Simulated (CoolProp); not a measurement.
A closed Brayton cycle with carbon dioxide: compressor inlet 322.15 K and 8.5 MPa, high pressure 16.6 MPa, turbine inlet 640 K, compressor efficiency 0.8, turbine efficiency 0.93, recuperator effectiveness 0.95 (on enthalpy, no pinch check). Each further row changes one setting.

The numbers come from the reference Helmholtz-energy equation of state, Span 1996 in CoolProp.

```json
[
 {"case": "as stated", "thermal efficiency (%)": "25.9", "net work (kJ/kg)": "37.7", "compressor to turbine work": "0.46", "compressor exit (K)": "375.6", "turbine exit (K)": "567.9"},
 {"case": "turbine inlet 590 K", "thermal efficiency (%)": "22.7", "net work (kJ/kg)": "30.8", "compressor to turbine work": "0.51", "compressor exit (K)": "375.6", "turbine exit (K)": "520.8"},
 {"case": "compressor inlet 332.15 K", "thermal efficiency (%)": "24.3", "net work (kJ/kg)": "32.5", "compressor to turbine work": "0.53", "compressor exit (K)": "391.0", "turbine exit (K)": "567.9"},
 {"case": "high pressure 14.1 MPa", "thermal efficiency (%)": "25.0", "net work (kJ/kg)": "30.3", "compressor to turbine work": "0.43", "compressor exit (K)": "362.2", "turbine exit (K)": "585.3"},
 {"case": "recuperator effectiveness 0.5", "thermal efficiency (%)": "15.2", "net work (kJ/kg)": "37.7", "compressor to turbine work": "0.46", "compressor exit (K)": "375.6", "turbine exit (K)": "567.9"}
]
```
